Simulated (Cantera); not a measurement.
CaCO3 + SO2 + CO2 (roasting and sulfation)

Feed: 1 mol CaCO3, 0.36 mol SO2, 3.3 mol CO2, held at 1723.15 K and 19.0 mbar.

Cantera equilibrium calculation (NASA polynomials, part measured and part estimated; ideal gas, pure solids and liquids). Candidate condensed phases: C, Ca, CaCO3, CaO, CaS, CaSO4, S; 26 gas species. Rates play no part.

The x(CO2) is 0.910, the x(SO2) comes out as 0.0768 and the x(CO) is 0.00886. The x(O2) is 0.00445. The x(SO) is 6.74e-5 and the x(O) is 2.75e-5. The x(SO3) is 9.84e-6. The n(CaO(s)) comes out as 1.00 mol, the gas amount is 4.681 mol and the log10 activity of CaS(s) (absent) is -6.48. The log10 activity of S(l) (absent) comes out as -7.32 and the log10 activity of C(graphite) (absent) is -9.70.
